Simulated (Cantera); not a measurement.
Mixture: 41.6 % H₂, 12.2 % O₂, 46.2 % N₂, equivalence ratio 1.7, at 1.20 bar, adiabatic and at constant pressure. Ignition delay is the time to a rise of 400 K.

Detailed kinetics in Cantera: the H2/O2 subset of GRI-Mech 3.0, which has no nitrogen chemistry. Where the delays flatten at high temperature, the 400 K rule measures the pace of heat release, not the induction time.

Task: Predict: delay at 1050 K; delay at 1200 K; delay at 1350 K; delay at 1500 K; delay at 1650 K.

Result: 
```json
{
 "delay at 1050 K": "0.150 ms",
 "delay at 1200 K": "42.6 µs",
 "delay at 1350 K": "21.8 µs",
 "delay at 1500 K": "14.7 µs",
 "delay at 1650 K": "12.2 µs"
}
```
